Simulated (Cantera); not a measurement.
An adiabatic, constant-volume homogeneous reactor starts with CH4 : CO : O2 : N2 : C2H6 = 1 : 0.17 : 2.74 : 10.3 : 0.022 (molar parts), equivalence ratio 0.79, at 1523 K and 5.50 bar.

Detailed kinetics in Cantera: GRI-Mech 3.0 (53 species, 325 reactions).

One state of this run: T (K) = 1528; P (bar) = 5.52; x CH4 = 0.0690; x CO = 0.0120; x O2 = 0.192; x CH3 = 0.000266; x C2H6 = 0.00155; x NO = 2.83e-12. x: mole fraction; the columns are a selection and need not sum to one.

Problem. Which value of t (s) does it belong to?
A) 0.0386
B) 0.0170
C) 5.37e-5
D) 0.0879

Solution. C, 5.37e-5
